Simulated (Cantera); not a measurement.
Charge: 1 mol BCl3, 12 mol H2O, held at 1000 Pa.

These are equilibrium values from Cantera (NASA tables, ideal gas, pure condensed phases), not measurements of a reactor. Candidate condensed phases: B, B2O3, B3O3H3, H2O; 33 gas species. Gases not in the tables: H3BO3. Kinetics and transport are ignored.

Q: Which condensed phases are stable at each of these points (T (°C)): 550, 650, 750, 850, 950, 1050, 1150, 1250, 1350, 1450, 1550, 1650, 1750, 1850?

A: 
```
T (°C)  condensed phases  B condensed (%)
------  ----------------  ---------------
550              B2O3(l)             78.3
650              B2O3(l)             88.3
750              B2O3(l)             92.6
850              B2O3(l)             92.6
950              B2O3(l)             83.4
1050             B2O3(l)             50.0
1150            gas only              0.0
1250            gas only              0.0
1350            gas only              0.0
1450            gas only              0.0
1550            gas only              0.0
1650            gas only              0.0
1750            gas only              0.0
1850            gas only              0.0
```

From 550 °C to 1050 °C the condensed part is B2O3(l). From 1150 °C to 1850 °C nothing is condensed.
